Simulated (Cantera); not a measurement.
A perfectly stirred reactor is fed with CH4 : CO2 : H2 = 1 : 2.5 : 0.1 (molar parts), at 10.0 bar; it is held at 1275 K, and followed from long to short residence time.

Detailed kinetics in Cantera: GRI-Mech 3.0 (53 species, 325 reactions).

Task: Predict: x(CH4) at τ = 13.0 s; x(CO2) at τ = 13.0 s; x(H2) at τ = 13.0 s; x(C2H6) at τ = 13.0 s; x(CO) at τ = 13.0 s; x(CH4) at τ = 85.0 ms; x(CO2) at τ = 85.0 ms; x(H2) at τ = 85.0 ms; x(C2H6) at τ = 85.0 ms; x(CO) at τ = 85.0 ms.

Result: 
```json
{
 "x(CH4) at τ = 13.0 s": "0.225",
 "x(CO2) at τ = 13.0 s": "0.616",
 "x(H2) at τ = 13.0 s": "0.0247",
 "x(C2H6) at τ = 13.0 s": "0.000297",
 "x(CO) at τ = 13.0 s": "0.0569",
 "x(CH4) at τ = 85.0 ms": "0.277",
 "x(CO2) at τ = 85.0 ms": "0.694",
 "x(H2) at τ = 85.0 ms": "0.0277",
 "x(C2H6) at τ = 85.0 ms": "9.62e-5",
 "x(CO) at τ = 85.0 ms": "0.000339"
}
```
